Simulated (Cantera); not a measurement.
Cantera run, input and output.

```python
import numpy as np
import cantera as ct

gas = ct.Solution("gri30.yaml")
gas.TPX = 398, 500000, {'CH4': 1, 'C2H6': 0.81, 'C3H8': 1.4, 'O2': 9.1, 'N2': 36.4, 'H2O': 5.6}
flame = ct.FreeFlame(gas, width=0.013)
flame.set_refine_criteria(ratio=3, slope=0.08, curve=0.16)
flame.transport_model = "mixture-averaged"
flame.solve(loglevel=0, auto=True)
z, T = flame.grid, flame.T
thick = (T[-1] - T[0]) / np.gradient(T, z).max()
show = ['CH4', 'C2H6', 'C3H8', 'C2H4', 'C2H', 'NO']
print(f"laminar burning velocity  {flame.velocity[0] * 100:.3f} cm/s")
print(f"burnt temperature         {T[-1]:.1f} K")
print(f"thermal thickness         {thick * 1e3:.4f} mm")
print(f"grid points               {len(z)}")
z0 = z[flame.heat_release_rate.argmax()]
print(f"{'z/mm':>9s}{'T/K':>9s}{'u/(m/s)':>9s}" + "".join(f"{s:>11s}" for s in show))
rows = []
for k in (-3, -2, -1.5, -1, -0.5, -0.25, 0, 0.25, 0.5, 1, 2, 4, 8):
    zz = z0 + k * thick
    rows.append([k * thick, np.interp(zz, z, T), np.interp(zz, z, flame.velocity),
                 *(np.interp(zz, z, flame.X[gas.species_index(s)]) for s in show)])
    print(f"{rows[-1][0] * 1e3:9.3f}{rows[-1][1]:9.1f}{rows[-1][2]:9.3f}" + "".join(f"{x:11.3e}" for x in rows[-1][3:]))
```

Result:

```
laminar burning velocity  14.410 cm/s
burnt temperature         1948.6 K
thermal thickness         0.2475 mm
grid points               141
     z/mm      T/K  u/(m/s)        CH4       C2H6       C3H8       C2H4        C2H         NO
   -0.743    398.5    0.145  1.836e-02  1.488e-02  2.573e-02  7.351e-07  1.529e-30  1.662e-11
   -0.495    402.9    0.147  1.825e-02  1.482e-02  2.564e-02  1.053e-05  1.618e-27  1.814e-10
   -0.371    422.5    0.155  1.799e-02  1.470e-02  2.549e-02  7.618e-05  1.394e-24  1.138e-09
   -0.248    537.1    0.199  1.694e-02  1.395e-02  2.468e-02  7.017e-04  1.663e-19  1.478e-08
   -0.124    966.2    0.368  1.353e-02  9.476e-03  1.731e-02  4.678e-03  2.762e-12  4.167e-07
   -0.062   1326.3    0.517  1.054e-02  4.281e-03  6.336e-03  7.946e-03  2.441e-09  1.584e-06
    0.000   1673.3    0.662  5.692e-03  3.774e-04  1.155e-04  3.354e-03  1.885e-07  3.153e-06
    0.062   1845.5    0.730  2.085e-03  1.897e-05  5.428e-08  2.929e-04  4.414e-07  5.460e-06
    0.124   1905.7    0.752  9.776e-04  3.276e-06  1.372e-09  3.402e-05  2.878e-07  7.445e-06
    0.248   1937.7    0.763  4.956e-04  4.581e-07  5.245e-11  4.660e-06  1.043e-07  9.192e-06
    0.495   1948.2    0.766  3.581e-04  7.639e-08  2.523e-12  1.441e-06  3.131e-08  9.987e-06
    0.990   1950.3    0.767  2.970e-04  2.326e-08  3.587e-13  7.882e-07  1.317e-08  1.039e-05
    1.980   1950.2    0.767  2.158e-04  1.048e-08  1.079e-13  4.386e-07  6.930e-09  1.114e-05
```

Computed with Cantera and GRI-Mech 3.0 (53 species, 325 reactions). GRI-Mech 3.0 was tuned for natural gas; its chemistry of propane as a main component is partial and can be far from experiment. Burning velocities carry a grid error of a few per cent, more on coarse grids.
